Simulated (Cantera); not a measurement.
Cantera with NASA thermochemical tables; ideal gases at 1 bar, condensed phases pure. Values are per mole of reaction as written; species without (g) are pure solids or liquids, kept so even where they would boil at 1 bar.

C + 2 Si(g) = Si₂C(g)

| T (K) | ΔH° (kJ) | ΔS° (J/K) | ΔG° (kJ) | log10 K |
|---|---|---|---|---|
| 300 | ? | ? | ? | ? |
| 1123 | ? | ? | ? | ? |
| 1273 | -369.1 | -106.3 | -233.8 | 9.59 |
| 1423 | -370.0 | -107.0 | -217.8 | 8.00 |
| 1573 | -370.9 | -107.6 | -201.7 | 6.70 |
| 1723 | ? | ? | ? | ? |
| 1873 | -372.9 | -108.7 | -169.3 | 4.72 |
| 2023 | -373.9 | -109.2 | -152.9 | 3.95 |
| 2173 | ? | ? | ? | ? |

Question: What belongs in the gaps?

Answer: 
- 300, ΔH° (kJ): -364.4
- 300, ΔS° (J/K): -99.4
- 300, ΔG° (kJ): -334.6
- 300, log10 K: 58.26
- 1123, ΔH° (kJ): -368.3
- 1123, ΔS° (J/K): -105.6
- 1123, ΔG° (kJ): -249.7
- 1123, log10 K: 11.61
- 1723, ΔH° (kJ): -371.9
- 1723, ΔS° (J/K): -108.2
- 1723, ΔG° (kJ): -185.6
- 1723, log10 K: 5.63
- 2173, ΔH° (kJ): -374.9
- 2173, ΔS° (J/K): -109.7
- 2173, ΔG° (kJ): -136.5
- 2173, log10 K: 3.28
